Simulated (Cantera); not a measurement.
Feed: 1 mol V2O5, 45 mol H2, 66 mol N2, equilibrated at 848 K and 101000 Pa.

Method: chemical equilibrium by Gibbs-energy minimisation in Cantera with the NASA 1993 tables (ideal gas, pure condensed phases). Candidate condensed phases: H2O, V, VN, VO, V2O3, V2O4, V2O5; 28 gas species. Condensed phases not in the tables: the oxides between V2O3 and V2O5 other than VO2. Equilibrium is a limit: real reactors are often held back by kinetics, nucleation or transport.

Base state: N2 0.595, H2 0.387, H2O 0.0180, NH3 0.000356 (mole fractions); condensed: V2O3(s).

Task: What changes in the equilibrium state with this change: temperature from 848 K to 725 K?

Result: 
```tsv
species	before	after
N2	0.595	0.595
H2	0.387	0.386
H2O	0.0180	0.0180
NH3	0.000356	0.00128
V2O3(s), mol	1.00	1.00
```
